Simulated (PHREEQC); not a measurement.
A solution holds 0.0022 mol ZnSO4 and 7.8e-05 mol ZnCl2 per kg of water, at 25 °C. Closed to the air; pH follows from the charge balance.

Computed with PHREEQC (ion-association model, phreeqc.dat).

| quantity | before | after |
|---|---|---|
| pH | 5.94 | 5.41 |
| ionic strength (mol/kgw) | 0.00745 | 0.00719 |
| Zn+2 (mol/kgw) | 0.00188 | 0.00181 |
| SO4-2 (mol/kgw) | 0.00180 | 0.00173 |
| ZnSO4 (mol/kgw) | 0.000389 | 0.000454 |
| Zn(SO4)2-2 (mol/kgw) | 5.74e-6 | 4.93e-6 |

Question: Name the change that produced these shifts.
(A) temperature from 25 to 65 °C
(B) ZnSO4 from 0.0022 to 0.0044 mol/kgw
(C) temperature from 25 to 80 °C
(D) ZnCl2 left out

Answer: A, temperature from 25 to 65 °C

Precipitation was switched off in this run. At this temperature some constants are extrapolated from 25 °C, and those without enthalpy data are left unchanged.
